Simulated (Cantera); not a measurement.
Charge: 1 mol C2H2, 1.8 mol NH3, at 10000 Pa.

Cantera equilibrium calculation (NASA polynomials, part measured and part estimated; ideal gas, pure solids and liquids). Candidate condensed phases: C, C6H6, C7H8, C8H18; 92 gas species. Kinetics and transport are ignored. All values below are at 2148 K.

Base state: H2 0.787, N2 0.189, H 0.0117, HCN 0.00978, C2H2 (acetylene) 0.00151, HNC 0.000714, CH4 1.83e-5 (mole fractions); condensed: C(graphite).

Question: What changes in the equilibrium state with this change: NH3 from 1.8 to 0.048 mol?

Answer: 
| species | before | after |
|---|---|---|
| H2 | 0.787 | 0.962 |
| N2 | 0.189 | 0.0199 |
| H | 0.0117 | 0.0129 |
| HCN | 0.00978 | 0.00350 |
| HNC | 0.000714 | 0.000256 |
| CH4 | 1.83e-5 | 2.73e-5 |
| C2H2 (acetylene) | 0.00151 | 0.00184 |
| C(graphite), mol | 1.94 | 1.99 |
